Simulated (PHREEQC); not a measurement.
Make-up at 25 °C: 0.0036 mol Fe2(SO4)3 per kg of water. Closed to the air; pH follows from the charge balance.

Equilibrium calculation in PHREEQC: ion-association model, phreeqc.dat.

No solid was allowed to form.

**Question.** Order these Fe species by the share of Fe that they hold, largest first: Fe(SO4)2-, FeOH+2, Fe2(OH)2+4, FeSO4+, Fe+3.

**Answer.** FeSO4+ (68 %), FeOH+2 (16 %), Fe+3 (5.2 %), Fe(SO4)2- (4.3 %), Fe2(OH)2+4 (3.0 %)

The pH is 2.90 and the ionic strength 0.0185 mol/kgw. The solution is supersaturated, for example in Hematite (slow to form), Goethite (slow to form), so a real one may precipitate; this is no full list.
